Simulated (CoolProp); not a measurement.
Vapour pressure (kPa) of oxygen: the reference equation beside estimates from Tc = 154.6 K, pc = 5046 kPa, ω = 0.022. Clausius-Clapeyron is anchored at 123.8 K with a constant enthalpy of vaporisation of 5.328 kJ/mol.

The numbers come from the reference Helmholtz-energy equation of state, Schmidt 1985 in CoolProp.

```csv
T (K),reference,Lee-Kesler,Clausius-Clapeyron,van der Waals,Redlich-Kwong,Soave-Redlich-Kwong,Peng-Robinson
115,[?],756.2,852.0,1370,722.2,759.3,758.7
119.4,987.2,988.0,1046,1640,960.9,994.8,991.4
123.8,1266,1267,1266,1943,1250,[?],[?]
128.3,1605,1605,1518,[?],1602,1624,1614
132.7,1996,1994,1791,2658,2006,2022,2008
137.1,2450,[?],2092,3065,[?],2483,2466
141.5,2975,2971,2419,3507,3011,3012,2995
145.9,3578,3574,2773,3986,3619,3616,3600
```

**Question.** Some entries are withheld; supply them.

**Answer.** 
- 115, reference: 755.6
- 123.8, Soave-Redlich-Kwong: 1279
- 123.8, Peng-Robinson: 1272
- 128.3, van der Waals: 2287
- 137.1, Lee-Kesler: 2447
- 137.1, Redlich-Kwong: 2475

Absolute difference from the reference over all 8 rows, mean and median: Lee-Kesler 0.1 and 0.1 %, Clausius-Clapeyron 11.3 and 11.5 %, van der Waals 41.4 and 37.8 %, Redlich-Kwong 1.6 and 1.2 %, Soave-Redlich-Kwong 1.1 and 1.1 %, Peng-Robinson 0.6 and 0.6 %.
